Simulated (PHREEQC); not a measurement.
Make-up at 85 °C: 130 mmol/kgw NaOH, 1 mmol/kgw K2SiO3 and 0.7 mmol/kgw K2CO3. Closed to the air; pH follows from the charge balance.

The numbers come from PHREEQC with the ion-association model, phreeqc.dat.

**Question.** The ionic strength comes out as 0.133 mol/kgw. What activity coefficients do HCO3-, NaCO3-, H2SiO4-2, CO3-2, Na+ get?

**Answer.** HCO3- 0.75, NaCO3- 0.74, H2SiO4-2 0.31, CO3-2 0.31, Na+ 0.74.

Precipitation was switched off in this run. At this temperature some constants are extrapolated from 25 °C, and those without enthalpy data are left unchanged.
